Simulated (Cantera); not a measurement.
A closed system holds: 1 mol V, a varied amount of O2, 46 mol N2, at 1500 °C and 3.20 bar.

Method: chemical equilibrium by Gibbs-energy minimisation in Cantera with the NASA 1993 tables (ideal gas, pure condensed phases). Candidate condensed phases: V, VN, VO, V2O3, V2O4, V2O5; 13 gas species. Mutual solubility and eutectic melting of coexisting phases are not modelled. VN: taken at fixed stoichiometry. Condensed phases not in the tables: the oxides between V2O3 and V2O5 other than VO2, V2N. Gases not in the tables: V4O10. Rates play no part.

x: gas mole fraction; n: condensed amount in mol.

```
n(O2) (mol)   x N2        x O2        x NO         x O       x NO2     n VN(s)   n V2O3(s)   n V2O4(s)  n V2O5(l)
-----------  -----  ----------  ----------  ----------  ----------  ----------  ----------  ----------  ---------
0.012         1.00      <1e-12     3.73e-9    2.10e-11      <1e-12       0.984     0.00800           0          0
0.025         1.00      <1e-12     3.73e-9    2.10e-11      <1e-12       0.967      0.0167           0          0
0.05          1.00      <1e-12     3.73e-9    2.10e-11      <1e-12       0.933      0.0333           0          0
0.1           1.00      <1e-12     3.73e-9    2.10e-11      <1e-12       0.867      0.0667           0          0
0.2           1.00      <1e-12     3.73e-9    2.10e-11      <1e-12  (withheld)  (withheld)           0          0
0.41          1.00      <1e-12     3.73e-9    2.10e-11      <1e-12       0.453       0.273           0          0
0.82         1.000  (withheld)  (withheld)  (withheld)  (withheld)           0  (withheld)  (withheld)          0
1.7          0.984      0.0144     0.00111     6.31e-6     1.39e-6           0           0       0.500          0
3.4          0.953      0.0450     0.00193     1.11e-5     4.26e-6           0           0       0.131      0.368
6.8          0.891       0.106     0.00286     1.71e-5     9.73e-6           0           0           0      0.500
```

**Question.** Some entries are withheld; supply them.

**Answer.** 
- 0.2, n VN(s): 0.733
- 0.2, n V2O3(s): 0.133
- 0.82, x O2: 6.60e-6
- 0.82, x NO: 2.39e-5
- 0.82, x O: 1.35e-7
- 0.82, x NO2: 6.41e-10
- 0.82, n V2O3(s): 0.362
- 0.82, n V2O4(s): 0.138
